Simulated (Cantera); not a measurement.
Thermodynamics of silicon carbide growth, feed CH3SiH3 + CH4 + H2

A closed system holds: 1 mol CH3SiH3, 0.51 mol CH4, 14 mol H2, at 100000 Pa.

These are equilibrium values from Cantera (NASA tables, ideal gas, pure condensed phases), not measurements of a reactor. Candidate condensed phases: C, C6H6, C7H8, C8H18, Si, SiC; 87 gas species. The feed counts by its element totals alone. Gases not in the tables: Si2H6 and higher silanes. Equilibrium is a limit: real reactors are often held back by kinetics, nucleation or transport.

| T (°C) | x H2 | x H | x CH4 | x C2H2 (acetylene) | x CH3 | x SiH2 | x Si | x C2H4 | n C(graphite) | n SiC(s) |
|---|---|---|---|---|---|---|---|---|---|---|
| 1327 | 0.998 | 5.43e-5 | 0.00163 | 2.75e-5 | 1.80e-6 | 5.25e-8 | 1.02e-9 | 3.06e-6 | 0.480 | 1.000 |
| 1377 | 0.999 | 9.08e-5 | 0.00133 | 4.55e-5 | 2.45e-6 | 1.07e-7 | 3.33e-9 | 3.31e-6 | 0.484 | 1.000 |
| 1427 | 0.999 | 0.000147 | 0.00109 | 7.33e-5 | 3.28e-6 | 2.10e-7 | 1.01e-8 | 3.57e-6 | 0.488 | 1.000 |
| 1477 | 0.999 | 0.000232 | 0.000911 | 0.000115 | 4.30e-6 | 3.96e-7 | 2.86e-8 | 3.83e-6 | 0.489 | 1.000 |
| 1527 | 0.999 | 0.000358 | 0.000767 | 0.000175 | 5.56e-6 | 7.20e-7 | 7.65e-8 | 4.09e-6 | 0.490 | 1.000 |
| 1577 | 0.999 | 0.000538 | 0.000653 | 0.000261 | 7.09e-6 | 1.27e-6 | 1.94e-7 | 4.36e-6 | 0.489 | 1.000 |
| 1627 | 0.998 | 0.000793 | 0.000560 | 0.000381 | 8.91e-6 | 2.16e-6 | 4.68e-7 | 4.62e-6 | 0.486 | 1.000 |
| 1677 | 0.998 | 0.00115 | 0.000484 | 0.000545 | 1.11e-5 | 3.59e-6 | 1.08e-6 | 4.88e-6 | 0.481 | 1.000 |
| 1727 | 0.997 | 0.00162 | 0.000422 | 0.000766 | 1.36e-5 | 5.81e-6 | 2.39e-6 | 5.15e-6 | 0.474 | 1.000 |
| 1777 | 0.996 | 0.00226 | 0.000370 | 0.00106 | 1.65e-5 | 9.17e-6 | 5.07e-6 | 5.40e-6 | 0.465 | 1.000 |
| 1827 | 0.995 | 0.00311 | 0.000327 | 0.00144 | 1.99e-5 | 1.42e-5 | 1.04e-5 | 5.66e-6 | 0.452 | 0.999 |
x: gas mole fraction; n: condensed amount in mol.

From 1327 °C to 1827 °C the condensed part is C(graphite) + SiC(s). The main Si-bearing gas is SiH2 throughout.
